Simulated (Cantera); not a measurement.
A perfectly stirred reactor is fed with H₂ : O₂ : N₂ = 1.2 : 1 : 5.1 (molar parts), equivalence ratio 0.60, at 100.0 Torr; it is held at 1375 K, and followed from long to short residence time.

Model: the H2/O2 subset of GRI-Mech 3.0, which has no nitrogen chemistry, integrated in Cantera. The temperature is held fixed by assumption; the heat of reaction is taken as removed at once.

x: mole fraction; the columns are a selection and need not sum to one.

```csv
τ (s),x H₂,x O₂,x H,x OH,x H₂O
4.0,0.000151,0.0596,2.23e-5,?,0.179
1.7,0.000268,0.0596,5.31e-5,?,0.178
0.75,0.000462,0.0595,0.000121,?,0.178
0.32,0.000811,0.0595,0.000284,?,0.177
0.14,0.00139,0.0596,0.000644,?,0.176
0.061,0.00235,0.0598,0.00145,?,0.174
0.026,0.00397,0.0601,0.00324,?,0.171
0.011,0.00648,0.0610,0.00703,?,0.165
0.0049,0.00981,0.0623,0.0137,?,0.157
0.0021,0.0141,0.0645,0.0248,?,0.144
0.00093,0.0187,0.0671,0.0385,?,0.129
```

### Question
Fill in the missing entries.

### Answer

- 4.0, x OH: 0.000548
- 1.7, x OH: 0.000730
- 0.75, x OH: 0.000961
- 0.32, x OH: 0.00128
- 0.14, x OH: 0.00168
- 0.061, x OH: 0.00220
- 0.026, x OH: 0.00288
- 0.011, x OH: 0.00372
- 0.0049, x OH: 0.00462
- 0.0021, x OH: 0.00558
- 0.00093, x OH: 0.00639
